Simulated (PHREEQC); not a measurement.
Solution A (0.0035 mol/kgw NaNO3, 3.2e-05 mol/kgw HF and 1.6e-05 mol/kgw H2SeO4) is mixed with solution B (0.0011 mol/kgw Na2SeO4 and 0.00026 mol/kgw NaCl) at 25 °C; shares are by mass of water, 1 kg in all. Oxygen is held at 0.21 atm. CO2 from the air is kept out. The run lets Halite precipitate or redissolve, and no other solid.

The numbers come from PHREEQC with the ion-association model, wateq4f.dat.

Task: Predict pH, F- (mol/kgw) at share of solution B = 0, 0.7, 0.9.

Result: 
```csv
share of solution B,pH,F- (mol/kgw)
0,4.24,2.95e-5
0.7,4.76,9.36e-6
0.9,5.24,3.17e-6
```

Complexes and solids missing from the database can't appear.
